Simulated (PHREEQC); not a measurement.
# Brine: an equilibrium model

Solution (32 °C): 2.6 mol/kgw MgCl2, 0.56 mol/kgw K2SO4 and 0.19 mol/kgw LiCl. Closed to the air; pH follows from the charge balance.

Computed with PHREEQC (Pitzer model, pitzer.dat).

No solid was allowed to form.

Problem. Predict the activity of water.

Solution. activity of water 0.746.
